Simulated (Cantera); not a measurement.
Charge: 1 mol MgO, 0.94 mol Cl2, equilibrated at 10.0 mbar.

Cantera equilibrium calculation (NASA polynomials, part measured and part estimated; ideal gas, pure solids and liquids). Candidate condensed phases: Mg, MgCl2, MgO; 11 gas species. The numbers say what is thermodynamically allowed, not how fast it happens.

### Question
Which condensed phases are stable at each of these points (T (K)): 723, 798, 873, 948, 1023, 1098, 1173, 1248, 1323, 1398, 1473, 1548, 1623, 1698?

### Answer
| T (K) | condensed phases | Mg condensed (%) |
|---|---|---|
| 723 | MgCl2(s) + MgO(s) | 100.0 |
| 798 | MgCl2(s) + MgO(s) | 100.0 |
| 873 | MgCl2(s) + MgO(s) | 100.0 |
| 948 | MgO(s) | 99.7 |
| 1023 | MgO(s) | 98.9 |
| 1098 | MgO(s) | 96.7 |
| 1173 | MgO(s) | 91.7 |
| 1248 | MgO(s) | 82.2 |
| 1323 | MgO(s) | 68.1 |
| 1398 | MgO(s) | 52.3 |
| 1473 | MgO(s) | 39.9 |
| 1548 | MgO(s) | 32.9 |
| 1623 | MgO(s) | 29.9 |
| 1698 | MgO(s) | 29.2 |

From 723 K to 873 K the condensed part is MgCl2(s) + MgO(s). From 948 K to 1698 K the condensed part is MgO(s).
